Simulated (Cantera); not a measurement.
Si + HCl + H2 (silicon etching in halogen gases)

A closed system holds: 1 mol Si, 24 mol HCl, 0.4 mol H2, equilibrated at 1498 K.

These are equilibrium values from Cantera (NASA tables, ideal gas, pure condensed phases), not measurements of a reactor. Candidate condensed phases: Si; 19 gas species. The tables' values for SiCl3 are old estimates; treat these amounts as uncertain. Rates play no part.

```csv
P (Pa),x HCl,x H2,x SiCl4,x SiCl2,x Cl,x SiCl3
1,0.878,0.0645,9.60e-5,0.0395,0.0152,0.00109
10,0.891,0.0622,0.000953,0.0367,0.00495,0.00331
100,0.888,0.0687,0.00641,0.0275,0.00148,0.00743
1000,0.873,0.0848,0.0213,0.0117,0.000415,0.00883
10000,0.860,0.0970,0.0349,0.00225,0.000121,0.00496
100000,0.856,0.101,0.0401,0.000271,3.74e-5,0.00184
```
x: gas mole fraction; nothing condenses.

From 1.00 Pa to 100000 Pa nothing is condensed. The main Si-bearing gas is SiCl2 at 1.00 Pa and SiCl4 at 100000 Pa.
